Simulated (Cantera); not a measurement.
Cantera run, input and output.

```python
import numpy as np
import cantera as ct

gas = ct.Solution("gri30.yaml")
gas.TPX = 1800, 790000, {'CH4': 1, 'O2': 2.06, 'N2': 7.75, 'CO2': 1.6}
reactor = ct.IdealGasReactor(gas, energy="on", clone=False)
net = ct.ReactorNet([reactor])
net.rtol, net.atol = 1e-08, 1e-16
show = ['CH4', 'O2', 'CO2', 'C2H2', 'H2O', 'NO2']
times = np.geomspace(4e-06, 0.6, 11)

steps = ct.SolutionArray(gas, extra=["t"])
rows = []
print(f"{'t/s':>10s}{'T/K':>9s}{'P/Pa':>11s}" + "".join(f"{s:>11s}" for s in show))
for t in times:
    while net.time < t:
        t_next = net.step()
        steps.append(gas.state, t=t_next)
    rows.append([np.interp(t, steps.t, y) for y in (steps.T, steps.P, *steps(*show).X.T)])
    print(f"{t:10.3e}{rows[-1][0]:9.1f}{rows[-1][1]:11.4g}" + "".join(f"{x:11.3e}" for x in rows[-1][2:]))
rate = np.gradient(steps.T, steps.t)
print("integrator steps:", len(steps.t))
if steps.T.max() > steps.T[0] + 200:
    print(f"time of steepest temperature rise: {steps.t[rate.argmax()]:.4e} s")
gas.TPX = 1800, 790000, {'CH4': 1, 'O2': 2.06, 'N2': 7.75, 'CO2': 1.6}
gas.equilibrate("UV")
print(f"equilibrium (UV): T = {gas.T:.1f} K  " + "  ".join(f"{s} {gas[s].X[0]:.3e}" for s in show))
```

Result:

```
       t/s      T/K       P/Pa        CH4         O2        CO2       C2H2        H2O        NO2
 4.000e-06   1799.3  7.898e+05  8.005e-02  1.658e-01  1.289e-01  1.212e-08  2.197e-04  4.666e-14
 1.317e-05   1818.0   7.99e+05  7.410e-02  1.623e-01  1.287e-01  6.534e-06  4.114e-03  6.794e-12
 4.338e-05   2948.9  1.352e+06  2.392e-14  3.142e-02  1.408e-01  8.100e-17  1.357e-01  1.737e-06
 1.429e-04   2937.2  1.347e+06  2.526e-14  2.860e-02  1.407e-01  8.206e-17  1.361e-01  7.119e-06
 4.704e-04   2928.8  1.342e+06  2.628e-14  2.668e-02  1.406e-01  8.271e-17  1.364e-01  1.055e-05
 1.549e-03   2928.3  1.342e+06  2.633e-14  2.658e-02  1.405e-01  8.274e-17  1.364e-01  1.070e-05
 5.102e-03   2928.3  1.342e+06  2.633e-14  2.658e-02  1.405e-01  8.274e-17  1.364e-01  1.070e-05
 1.680e-02   2928.3  1.342e+06  2.633e-14  2.658e-02  1.405e-01  8.274e-17  1.364e-01  1.070e-05
 5.533e-02   2928.3  1.342e+06  2.633e-14  2.658e-02  1.405e-01  8.274e-17  1.364e-01  1.070e-05
 1.822e-01   2928.3  1.342e+06  2.633e-14  2.658e-02  1.405e-01  8.274e-17  1.364e-01  1.070e-05
 6.000e-01   2928.3  1.342e+06  2.633e-14  2.658e-02  1.405e-01  8.274e-17  1.364e-01  1.070e-05
integrator steps: 1764
time of steepest temperature rise: 2.1937e-05 s
equilibrium (UV): T = 2928.3 K  CH4 3.407e-14  O2 2.658e-02  CO2 1.405e-01  C2H2 8.817e-17  H2O 1.364e-01  NO2 1.070e-05
```

Computed with Cantera and GRI-Mech 3.0 (53 species, 325 reactions).
